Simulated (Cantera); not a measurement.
Input: 1 mol CuO, 8.5 mol H2.

Equilibrium computed with Cantera from the NASA thermochemical tables; the gas is ideal and each condensed phase is pure. Candidate condensed phases: Cu, CuO, Cu(OH)2, Cu2O, H2O; 12 gas species. Kinetics and transport are ignored.

Task: What condenses at these points (T in K, P in Pa): (1725, 130); (1425, 460); (1375, 130); (1775, 460); (1275, 6000)?

Result: 
```csv
T (K),P in Pa,condensed phases,Cu condensed (%)
1725,130,gas only,0.0
1425,460,Cu,99.6
1375,130,Cu,99.5
1775,460,Cu,17.7
1275,6000,Cu,100.0
```
